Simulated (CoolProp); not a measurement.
The fluid at 298.15 K and 0.0621 MPa flows at 0.41 m/s in a round tube of 2 mm bore and 15 µm roughness, fully developed (64/Re and Nu = 3.66 if laminar; Colebrook and Gnielinski if turbulent). The same conditions are run with several fluids, on thermodynamics alone (safety and materials aside).

Values from CoolProp's reference Helmholtz-energy equation of state of each fluid (isobutane: Bücker 2006; dry air: Lemmon 2000; CF4 (R14): Platzer 1990; R152A: Outcalt 1996; R245fa: Akasaka 2015). The equations of Platzer and Polt are older, rougher fits. Blends and air are pseudo-pure fits.

### Question
Rank isobutane, dry air, CF4 (R14), R152A, R245fa by Reynolds number, highest first.

### Answer
R245fa (238), isobutane (162), R152A (124), CF4 (R14) (105), dry air (32.3)

| fluid | Darcy friction factor | pressure drop (Pa/m) | heat-transfer coefficient (W/(m² K)) | mass flow (kg/h) |
|---|---|---|---|---|
| isobutane | 0.396 | 24.6 | 30.9 | 0.00686 |
| dry air | 1.98 | 60.5 | 48.0 | 0.00337 |
| CF4 (R14) | 0.608 | 56.5 | 29.3 | 0.0102 |
| R152A | 0.518 | 36.5 | 25.9 | 0.00777 |
| R245fa | 0.268 | 38.7 | 28.7 | 0.0159 |

Transport values come from each fluid's own correlations; those of CF4 (R14), R152A, R245fa are estimates that may be off by 10 % or more.
